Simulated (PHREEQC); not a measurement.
Consider water at 55 °C with 39 mmol/kgw NH3, 0.08 mmol/kgw CO2 and 0.32 mmol/kgw Na2CO3. Closed to the air; pH follows from the charge balance.

All values are PHREEQC results (ion-association model, phreeqc.dat), not measurements.

| quantity | before | after |
|---|---|---|
| pH | 10.07 | 11.05 |
| ionic strength (mol/kgw) | 0.00169 | 0.00187 |
| NH4+ (mol/kgw) | 0.000871 | 0.000900 |
| HCO3- (mol/kgw) | 0.000201 | 6.19e-5 |
| NaHCO3 (mol/kgw) | 5.56e-8 | 2.08e-8 |
| CO2 (mol/kgw) | 3.12e-8 | 1.28e-9 |

Problem. Name the change that produced these shifts.
A. Na2CO3 replaced by NaHCO3 at the same molality
B. CO2 from 8e-05 to 4e-05 mol/kgw
C. CO2 from 8e-05 to 0.0004 mol/kgw
D. NH3 from 0.039 to 0.0195 mol/kgw
E. temperature from 55 to 20 °C

Solution. E, temperature from 55 to 20 °C

Precipitation was switched off in this run. Away from 25 °C the constants follow the database's enthalpies or fits; those with neither stay at their 25 °C values.
